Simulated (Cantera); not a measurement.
A closed system holds: 1 mol AlN, 0.42 mol N2, equilibrated at 0.0100 bar.

These are equilibrium values from Cantera (NASA tables, ideal gas, pure condensed phases), not measurements of a reactor. Candidate condensed phases: Al, AlN; 5 gas species. Equilibrium is a limit: real reactors are often held back by kinetics, nucleation or transport. All values below are at 2350 °C.

Base state: Al 0.521, N2 0.479, Al2 6.93e-5 (mole fractions); condensed: gas only.

Question: What changes in the equilibrium state with this change: AlN replaced by Si3N4?

Answer: 
```
species  before    after
-------  ------  -------
Si            0    0.537
N2        0.479    0.450
Si2           0  0.00802
Al        0.521        0
SiN           0  0.00304
Si2N          0  0.00117
```
The tables' values for SiN are old estimates; treat these amounts as uncertain. Further candidate phases: Si, Si3N4.
